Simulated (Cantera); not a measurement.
Feed: 1 mol Si₃N₄, 1.1 mol Cl₂, 12 mol H₂, a varied amount of NF₃, equilibrated at 32.0 Pa.

Method: chemical equilibrium by Gibbs-energy minimisation in Cantera with the NASA 1993 tables (ideal gas, pure condensed phases). Candidate condensed phases: NH₄Cl, Si, Si₃N₄; 49 gas species. The tables' values for SiCl₃, SiF₂, SiF₃ are old estimates. Equilibrium is a limit: real reactors are often held back by kinetics, nucleation or transport.

### Question
What condenses at these points (T in K, n(NF₃) in mol): (1748, 2.7); (1798, 6.8); (2148, 2); (1998, 1.5); (1648, 1.1)?

### Answer
```json
[
 {"T (K)": "1748", "n(NF₃) in mol": "2.7", "condensed phases": "gas only", "Si condensed (%)": "0.0"},
 {"T (K)": "1798", "n(NF₃) in mol": "6.8", "condensed phases": "gas only", "Si condensed (%)": "0.0"},
 {"T (K)": "2148", "n(NF₃) in mol": "2", "condensed phases": "gas only", "Si condensed (%)": "0.0"},
 {"T (K)": "1998", "n(NF₃) in mol": "1.5", "condensed phases": "gas only", "Si condensed (%)": "0.0"},
 {"T (K)": "1648", "n(NF₃) in mol": "1.1", "condensed phases": "Si", "Si condensed (%)": "38.5"}
]
```
